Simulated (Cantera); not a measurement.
A closed system holds: 1 mol MgO, 0.059 mol H2S, 7.8 mol O2, equilibrated at 5.30 bar.

These are equilibrium values from Cantera (NASA tables, ideal gas, pure condensed phases), not measurements of a reactor. Candidate condensed phases: H2O, H2SO4, Mg, MgO, Mg(OH)2, MgS, MgSO4, S; 26 gas species. Rates play no part. All values below are at 727 °C.

Base state: O2 0.992, H2O 0.00762 (mole fractions); condensed: MgO(s) + MgSO4(s).

What changes in the equilibrium state with this change: MgO replaced by MgCO3?


```tsv
species	before	after
O2	0.992	0.879
CO2	0	0.114
H2O	0.00762	0.00675
MgO(s), mol	0.941	0.941
MgSO4(s), mol	0.0590	0.0590
```
Further candidate phases: C, C6H6, C7H8, C8H18, MgCO3.
